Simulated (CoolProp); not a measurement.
Vapour-liquid equilibrium of dimethyl ether (1) + 1-butene (2) at 0.0328 MPa; x and y are mole fractions of (1).

Values from CoolProp's multi-fluid Helmholtz-energy mixture model, Wu 2011 and Lemmon 2005; pair parameters Bell 2016.

```json
[
 {"x": "0.05", "bubble temperature (K)": "239.1", "y at the bubble point": "0.136", "dew temperature at overall composition x (K)": "240.4", "liquid density (mol/L)": "11.87"},
 {"x": "0.15", "bubble temperature (K)": "236.0", "y at the bubble point": "0.337", "dew temperature at overall composition x (K)": "238.9", "liquid density (mol/L)": "12.28"},
 {"x": "0.25", "bubble temperature (K)": "233.6", "y at the bubble point": "0.477", "dew temperature at overall composition x (K)": "237.4", "liquid density (mol/L)": "12.70"},
 {"x": "0.35", "bubble temperature (K)": "231.7", "y at the bubble point": "0.581", "dew temperature at overall composition x (K)": "235.8", "liquid density (mol/L)": "13.13"},
 {"x": "0.45", "bubble temperature (K)": "230.1", "y at the bubble point": "0.663", "dew temperature at overall composition x (K)": "234.0", "liquid density (mol/L)": "13.59"},
 {"x": "0.55", "bubble temperature (K)": "228.9", "y at the bubble point": "0.732", "dew temperature at overall composition x (K)": "232.2", "liquid density (mol/L)": "14.07"},
 {"x": "0.65", "bubble temperature (K)": "227.9", "y at the bubble point": "0.792", "dew temperature at overall composition x (K)": "230.4", "liquid density (mol/L)": "14.57"},
 {"x": "0.75", "bubble temperature (K)": "227.0", "y at the bubble point": "0.849", "dew temperature at overall composition x (K)": "228.6", "liquid density (mol/L)": "15.11"},
 {"x": "0.85", "bubble temperature (K)": "226.2", "y at the bubble point": "0.906", "dew temperature at overall composition x (K)": "227.0", "liquid density (mol/L)": "15.69"},
 {"x": "0.95", "bubble temperature (K)": "225.5", "y at the bubble point": "0.967", "dew temperature at overall composition x (K)": "225.7", "liquid density (mol/L)": "16.31"}
]
```

No azeotrope shows between x = 0.05 and 0.95.

The pair parameters rest on a limited set of measurements; away from them the model extrapolates.
